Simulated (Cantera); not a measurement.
# TEOS + N₂O + N₂ (silicon oxide and oxynitride deposition)

Charge: 1 mol TEOS, 0.1 mol N₂O, a varied amount of N₂, equilibrated at 1725 K and 0.00910 bar.

These are equilibrium values from Cantera (NASA tables, ideal gas, pure condensed phases), not measurements of a reactor. Candidate condensed phases: C, C₆H₆, C₇H₈, C₈H₁₈, H₂O, Si, SiC, SiO₂, Si₂N₂O, Si₃N₄; 151 gas species. The feed counts by its element totals alone. Equilibrium is a limit: real reactors are often held back by kinetics, nucleation or transport.

From 2.4 mol N₂ to 140 mol N₂ the condensed part is C(graphite) + SiC(s). The main Si-bearing gas is SiO throughout.

```json
[
 {"n(N₂) (mol)": "2.4", "log p N₂": "-2.87", "log p H₂": "-2.26", "log p CO": "-2.65", "log p HCN": "-4.94", "log p H": "-4.86", "log p SiO": "-5.00", "log p HNC": "-6.44", "n C(graphite)": "2.91", "n SiC(s)": "0.982"},
 {"n(N₂) (mol)": "3.5", "log p N₂": "-2.73", "log p H₂": "-2.29", "log p CO": "-2.68", "log p HCN": "-4.89", "log p H": "-4.88", "log p SiO": "-5.03", "log p HNC": "-6.39", "n C(graphite)": "2.91", "n SiC(s)": "0.982"},
 {"n(N₂) (mol)": "5.1", "log p N₂": "-2.61", "log p H₂": "-2.33", "log p CO": "-2.72", "log p HCN": "-4.85", "log p H": "-4.90", "log p SiO": "-5.07", "log p HNC": "-6.34", "n C(graphite)": "2.90", "n SiC(s)": "0.982"},
 {"n(N₂) (mol)": "7.3", "log p N₂": "-2.51", "log p H₂": "-2.38", "log p CO": "-2.76", "log p HCN": "-4.82", "log p H": "-4.92", "log p SiO": "-5.12", "log p HNC": "-6.32", "n C(graphite)": "2.90", "n SiC(s)": "0.982"},
 {"n(N₂) (mol)": "11", "log p N₂": "-2.40", "log p H₂": "-2.44", "log p CO": "-2.83", "log p HCN": "-4.80", "log p H": "-4.95", "log p SiO": "-5.19", "log p HNC": "-6.30", "n C(graphite)": "2.89", "n SiC(s)": "0.982"},
 {"n(N₂) (mol)": "15", "log p N₂": "-2.33", "log p H₂": "-2.51", "log p CO": "-2.90", "log p HCN": "-4.80", "log p H": "-4.99", "log p SiO": "-5.25", "log p HNC": "-6.29", "n C(graphite)": "2.88", "n SiC(s)": "0.982"},
 {"n(N₂) (mol)": "22", "log p N₂": "-2.26", "log p H₂": "-2.60", "log p CO": "-2.99", "log p HCN": "-4.81", "log p H": "-5.03", "log p SiO": "-5.34", "log p HNC": "-6.30", "n C(graphite)": "2.87", "n SiC(s)": "0.982"},
 {"n(N₂) (mol)": "32", "log p N₂": "-2.20", "log p H₂": "-2.71", "log p CO": "-3.09", "log p HCN": "-4.83", "log p H": "-5.09", "log p SiO": "-5.45", "log p HNC": "-6.33", "n C(graphite)": "2.86", "n SiC(s)": "0.982"},
 {"n(N₂) (mol)": "46", "log p N₂": "-2.16", "log p H₂": "-2.82", "log p CO": "-3.21", "log p HCN": "-4.87", "log p H": "-5.14", "log p SiO": "-5.56", "log p HNC": "-6.37", "n C(graphite)": "2.84", "n SiC(s)": "0.982"},
 {"n(N₂) (mol)": "67", "log p N₂": "-2.12", "log p H₂": "-2.95", "log p CO": "-3.34", "log p HCN": "-4.92", "log p H": "-5.21", "log p SiO": "-5.69", "log p HNC": "-6.41", "n C(graphite)": "2.82", "n SiC(s)": "0.982"},
 {"n(N₂) (mol)": "96", "log p N₂": "-2.10", "log p H₂": "-3.09", "log p CO": "-3.47", "log p HCN": "-4.97", "log p H": "-5.27", "log p SiO": "-5.83", "log p HNC": "-6.47", "n C(graphite)": "2.80", "n SiC(s)": "0.982"},
 {"n(N₂) (mol)": "140", "log p N₂": "-2.08", "log p H₂": "-3.23", "log p CO": "-3.62", "log p HCN": "-5.04", "log p H": "-5.35", "log p SiO": "-5.97", "log p HNC": "-6.53", "n C(graphite)": "2.77", "n SiC(s)": "0.982"}
]
```
log p: log10 of the partial pressure in bar; n: condensed amount in mol.
